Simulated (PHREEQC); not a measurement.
Solution (39 °C): 0.0012 mol/kgw Ca(OH)2. Closed to the air; pH follows from the charge balance.

The numbers come from PHREEQC with the Pitzer model, pitzer.dat.

This is a speciation only: nothing precipitates in the calculation.

Problem. Predict the pH, osmotic coefficient.

Solution. pH 10.91; osmotic coefficient 0.950.

Away from 25 °C the constants follow the database's enthalpies or fits; those with neither stay at their 25 °C values.
